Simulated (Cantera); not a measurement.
What does this Cantera script print?

```python
import numpy as np
import cantera as ct

gas = ct.Solution("gri30.yaml")
gas.TPX = 1600, 1000, {'C2H6': 1, 'N2': 48}
reactor = ct.IdealGasConstPressureReactor(gas, energy="off", clone=False)
net = ct.ReactorNet([reactor])
net.rtol, net.atol = 1e-08, 1e-18
show = ['C2H6', 'H2', 'CH4', 'C2H', 'HCN', 'H', 'CH3']
times = np.geomspace(3e-05, 40, 9)

steps = ct.SolutionArray(gas, extra=["t"])
rows = []
print(f"{'t/s':>10s}{'T/K':>9s}{'P/Pa':>11s}" + "".join(f"{s:>11s}" for s in show))
for t in times:
    while net.time < t:
        t_next = net.step()
        steps.append(gas.state, t=t_next)
    rows.append([np.interp(t, steps.t, y) for y in (steps.T, steps.P, *steps(*show).X.T)])
    print(f"{t:10.3e}{rows[-1][0]:9.1f}{rows[-1][1]:11.4g}" + "".join(f"{x:11.3e}" for x in rows[-1][2:]))
rate = np.gradient(steps.T, steps.t)
print("integrator steps:", len(steps.t))
if steps.T.max() > steps.T[0] + 200:
    print(f"time of steepest temperature rise: {steps.t[rate.argmax()]:.4e} s")
gas.TPX = 1600, 1000, {'C2H6': 1, 'N2': 48}
gas.equilibrate("TP")
print(f"equilibrium (TP): T = {gas.T:.1f} K  " + "  ".join(f"{s} {gas[s].X[0]:.3e}" for s in show))
```

Result:

```
       t/s      T/K       P/Pa       C2H6         H2        CH4        C2H        HCN          H        CH3
 3.000e-05   1600.0       1000  2.030e-02  3.628e-08  4.210e-07  7.272e-21  2.172e-15  1.462e-07  2.115e-04
 1.749e-04   1600.0       1000  1.977e-02  7.285e-06  1.404e-05  1.787e-15  5.031e-12  7.110e-06  1.197e-03
 1.019e-03   1600.0       1000  1.517e-02  1.755e-03  4.146e-04  6.374e-09  2.760e-07  2.476e-04  5.451e-03
 5.943e-03   1600.0       1000  4.079e-04  2.078e-02  4.140e-03  8.659e-07  7.720e-06  7.231e-04  3.284e-03
 3.464e-02   1600.0       1000  4.365e-06  3.229e-02  3.678e-03  3.651e-07  1.230e-05  2.116e-04  4.584e-04
 2.019e-01   1600.0       1000  7.322e-07  3.462e-02  2.967e-03  1.676e-07  1.328e-05  9.578e-05  1.622e-04
 1.177e+00   1600.0       1000  1.782e-07  3.589e-02  2.193e-03  1.061e-07  1.391e-05  6.134e-05  7.512e-05
 6.862e+00   1600.0       1000  3.917e-08  3.781e-02  9.124e-04  1.260e-07  1.546e-05  7.415e-05  3.612e-05
 4.000e+01   1600.0       1000  1.191e-09  3.897e-02  1.252e-04  1.713e-07  2.036e-05  1.018e-04  6.633e-06
integrator steps: 1358
equilibrium (TP): T = 1600.0 K  C2H6 2.694e-13  H2 3.916e-02  CH4 1.466e-06  C2H 3.495e-08  HCN 3.168e-02  H 1.083e-04  CH3 8.235e-08
```

Detailed kinetics in Cantera: GRI-Mech 3.0 (53 species, 325 reactions). GRI-Mech 3.0 stops at C3 and has no aromatics, soot or wall deposition, so with more carbon than oxygen in the feed, carbon stays in small species such as C2H2 where larger ones or solid carbon would form. Radical loss at walls, strong at low pressure, is not modelled.
